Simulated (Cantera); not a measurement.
Input (Python, Cantera):

```python
import numpy as np
import cantera as ct

gas = ct.Solution("SiF4_NH3_mec.yaml", "gas")
gas.TPX = 2225, 13332, {'NH3': 1, 'N2': 2}
reactor = ct.IdealGasConstPressureReactor(gas, energy="off", clone=False)
net = ct.ReactorNet([reactor])
net.rtol, net.atol = 1e-08, 1e-18
show = ['NH3', 'N2', 'N2H4', 'N2H2', 'H', 'H2', 'N']
times = np.geomspace(2e-05, 40, 11)

steps = ct.SolutionArray(gas, extra=["t"])
rows = []
print(f"{'t/s':>10s}{'T/K':>9s}{'P/Pa':>11s}" + "".join(f"{s:>11s}" for s in show))
for t in times:
    while net.time < t:
        t_next = net.step()
        steps.append(gas.state, t=t_next)
    rows.append([np.interp(t, steps.t, y) for y in (steps.T, steps.P, *steps(*show).X.T)])
    print(f"{t:10.3e}{rows[-1][0]:9.1f}{rows[-1][1]:11.4g}" + "".join(f"{x:11.3e}" for x in rows[-1][2:]))
rate = np.gradient(steps.T, steps.t)
print("integrator steps:", len(steps.t))
if steps.T.max() > steps.T[0] + 200:
    print(f"time of steepest temperature rise: {steps.t[rate.argmax()]:.4e} s")
gas.TPX = 2225, 13332, {'NH3': 1, 'N2': 2}
gas.equilibrate("TP")
print(f"equilibrium (TP): T = {gas.T:.1f} K  " + "  ".join(f"{s} {gas[s].X[0]:.3e}" for s in show))
```

Output:

```
       t/s      T/K       P/Pa        NH3         N2       N2H4       N2H2          H         H2          N
 2.000e-05   2225.0  1.333e+04  3.331e-01  6.666e-01  3.286e-10  1.354e-08  2.785e-06  8.221e-05  1.784e-10
 8.534e-05   2225.0  1.333e+04  3.325e-01  6.664e-01  5.957e-09  3.712e-07  3.270e-06  3.744e-04  1.341e-08
 3.641e-04   2225.0  1.333e+04  3.294e-01  6.657e-01  5.461e-08  4.627e-06  1.179e-05  2.677e-03  1.619e-07
 1.554e-03   2225.0  1.333e+04  3.149e-01  6.639e-01  5.592e-08  5.924e-06  4.857e-05  1.892e-02  8.834e-07
 6.629e-03   2225.0  1.333e+04  2.609e-01  6.572e-01  3.067e-08  4.488e-06  1.632e-04  8.002e-02  2.762e-06
 2.828e-02   2225.0  1.333e+04  1.254e-01  6.403e-01  9.167e-09  1.832e-06  5.248e-04  2.328e-01  4.385e-06
 1.207e-01   2225.0  1.333e+04  8.010e-03  6.254e-01  2.104e-10  9.030e-08  1.938e-03  3.645e-01  4.833e-06
 5.149e-01   2225.0  1.333e+04  3.274e-06  6.217e-01  1.054e-15  2.107e-12  1.072e-02  3.676e-01  3.389e-07
 2.197e+00   2225.0  1.333e+04  4.560e-07  6.216e-01  2.097e-17  3.421e-13  1.083e-02  3.676e-01  4.872e-08
 9.375e+00   2225.0  1.333e+04  3.368e-07  6.216e-01  1.149e-17  3.257e-13  1.083e-02  3.676e-01  3.599e-08
 4.000e+01   2225.0  1.333e+04  3.368e-07  6.216e-01  1.149e-17  3.257e-13  1.083e-02  3.676e-01  3.598e-08
integrator steps: 1894
equilibrium (TP): T = 2225.0 K  NH3 3.368e-07  N2 6.216e-01  N2H4 1.149e-17  N2H2 3.257e-13  H 1.083e-02  H2 3.676e-01  N 3.598e-08
```

Cantera simulation using the gas-phase N/H chemistry of the illustrative SiF4/NH3 mechanism in the Surface Chemkin manual (1991); the numbers are that mechanism's predictions, not measurements. Walls and surfaces, which speed up NH3 decomposition in real reactors, are not modelled.
